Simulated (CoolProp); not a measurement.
Vapour-liquid equilibrium of dimethyl ether (1) + n-pentane (2) at 0.357 MPa; x and y are mole fractions of (1).

Values from CoolProp's multi-fluid Helmholtz-energy mixture model, Wu 2011 and Thol 2019; pair parameters Bell 2016.

Task: Give the bubble temperature and the first vapour's composition at x = 0.05, 0.25, 0.45. Is there an azeotrope?

Result: x = 0.05: 73.0 °C, y = 0.171; x = 0.25: 45.5 °C, y = 0.702; x = 0.45: 26.4 °C, y = 0.886. No azeotrope shows between x = 0.05 and 0.95.

The pair parameters rest on a limited set of measurements; away from them the model extrapolates. The gap from Raoult's law changes sign with composition, which may be real or a fault of the pair parameters; it wasn't checked against measurements.
